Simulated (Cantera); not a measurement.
Feed: 1 mol TiO2, 0.53 mol MgO, a varied amount of O2, equilibrated at 773 K and 84.0 mbar.

Points: n(O2) (mol) = 0.11, 0.3, 0.5, 0.7, 0.89, 1.1, 1.3, 1.5, 1.7, 1.9.

Cantera's Mixture.equilibrate('TP', solver="vcs", rtol=1e-11, max_steps=5000) on the NASA tables stopped like this:

```
*******************************************************************************
CanteraError thrown by VCS_SOLVE::solve_tp_inner:
vcs_solve_TP: ERROR on step change wt[11:Mg2TiO4(s)]: -1.3877787807814457e-17 < 0.0
*******************************************************************************
```

**Question.** What got this run through?

**Answer.** This is not unique; one that fits is The failure is numerical, not chemical. The same input converged with solver="gibbs", rtol=1e-10, max_steps=50000, and the result passed a check of the equilibrium conditions:
```
log10 of partial pressures in bar; condensed amounts in mol
     n(O2)        O2 MgTiO3(s)  TiO2(ru)
      0.11    -1.076      0.53      0.47
       0.3    -1.076      0.53      0.47
       0.5    -1.076      0.53      0.47
       0.7    -1.076      0.53      0.47
      0.89    -1.076      0.53      0.47
       1.1    -1.076      0.53      0.47
       1.3    -1.076      0.53      0.47
       1.5    -1.076      0.53      0.47
       1.7    -1.076      0.53      0.47
       1.9    -1.076      0.53      0.47
```

The gas is ideal and each condensed phase is pure. Condensed phases not in the tables: alloys, solid solutions and most ternary compounds.
